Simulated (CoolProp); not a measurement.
Vapour pressure (MPa) of CH3F (R41): the reference equation beside estimates from Tc = 44.1 °C, pc = 5.906 MPa, ω = 0.200. Clausius-Clapeyron is anchored at -75.85 °C with a constant enthalpy of vaporisation of 16.48 kJ/mol.

The numbers come from the reference Helmholtz-energy equation of state, Lemmon 2006 in CoolProp. It is a short technical equation, of lower accuracy than the large ones.

```
T (°C)   reference  Lee-Kesler  Clausius-Clapeyron  Redlich-Kwong
-------  ---------  ----------  ------------------  -------------
-117.45   0.006312    0.005369            0.007931        0.01025
-103.55    0.02000     0.01791             0.02251        0.03216
-89.75     0.05176     0.04830             0.05423        0.08085
-75.85      0.1161      0.1119              0.1161         0.1744
-62.05      0.2305      0.2274              0.2239         0.3314
-48.15      0.4191      0.4202              0.3998         0.5757
-34.35      0.7051      0.7136              0.6652         0.9256
-20.45       1.122       1.140               1.050          1.407
-6.65        1.696       1.724               1.576          2.034
7.25         2.473       2.507               2.278          2.834
```

Absolute difference from the reference over all 10 rows, mean and median: Lee-Kesler 4.3 and 1.6 %, Clausius-Clapeyron 7.7 and 6.0 %, Redlich-Kwong 40.2 and 40.6 %.
